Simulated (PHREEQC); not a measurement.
Consider water at 25 °C with 3.8e-05 mol/kgw Ca(HCO3)2, 0.00021 mol/kgw Na2SO4 and 0.00057 mol/kgw H4SiO4. Closed to the air; pH follows from the charge balance.

Equilibrium calculation in PHREEQC: Pitzer model, pitzer.dat.

```
Quantity                        Value
-------------------  ----------------
pH                               7.59
ionic strength       0.000744 mol/kgw
osmotic coefficient             0.988
total alkalinity        0.0760 meq/kg
```

```
species  molality  activity   log γ
-------  --------  --------  ------
H4SiO4   0.000567  0.000567   0.000
Na+      0.000420  0.000407  -0.013
SO4-2    0.000210  0.000185  -0.055
HCO3-     7.19e-5   7.01e-5  -0.011
Ca+2      3.80e-5   3.28e-5  -0.064
CO2       3.92e-6   3.92e-6   0.000
```

Precipitation was switched off in this run.
